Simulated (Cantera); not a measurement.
## Adiabatic ignition

An adiabatic, constant-pressure homogeneous reactor starts with CH₄ : H₂ : O₂ : N₂ = 1 : 0.044 : 1.84 : 8.46 (molar parts), equivalence ratio 1.1, at 1425 K and 60000 Pa.

Model: GRI-Mech 3.0 (53 species, 325 reactions), integrated in Cantera.

```
t (s)     T (K)   x CH₄     x H₂     x O₂      x NO      x O
--------  -----  ------  -------  -------  --------  -------
1.00e-5    1425  0.0882  0.00388    0.162    <1e-12  1.47e-9
1.94e-5    1425  0.0882  0.00388    0.162    <1e-12  1.79e-9
3.75e-5    1425  0.0882  0.00388    0.162    <1e-12  2.47e-9
7.25e-5    1425  0.0882  0.00388    0.162    <1e-12  4.01e-9
0.000140   1425  0.0881  0.00388    0.162    <1e-12  7.97e-9
0.000271   1425  0.0881  0.00388    0.162    <1e-12  1.99e-8
0.000525   1425  0.0881  0.00388    0.162    <1e-12  6.12e-8
0.00102    1426  0.0878  0.00389    0.162    <1e-12  1.85e-7
0.00197    1433  0.0861  0.00409    0.161  1.15e-12  4.64e-7
0.00381    2403  <1e-12   0.0258   0.0168  0.000135  0.00821
0.00737    2626  <1e-12   0.0197   0.0100   0.00280  0.00340
0.0143     2621  <1e-12   0.0200  0.00934   0.00502  0.00322
0.0276     2620  <1e-12   0.0201  0.00917   0.00558  0.00317
0.0534     2620  <1e-12   0.0201  0.00917   0.00561  0.00317
0.103      2620  <1e-12   0.0201  0.00917   0.00561  0.00317
0.200      2620  <1e-12   0.0201  0.00917   0.00561  0.00317
```
x: mole fraction; the columns are a selection and need not sum to one.

```json
{
  "time_of_steepest_temperature_rise": "3.59 ms",
  "temperature at 0.200 s": "2620 K",
  "equilibrium_temperature": "2620 K",
  "x(CH₄) at 0.200 s": "<1e-12 (gas-phase equilibrium <1e-12)",
  "x(H₂) at 0.200 s": "0.0201 (gas-phase equilibrium 0.0201)",
  "x(O₂) at 0.200 s": "0.00917 (gas-phase equilibrium 0.00917)"
}
```
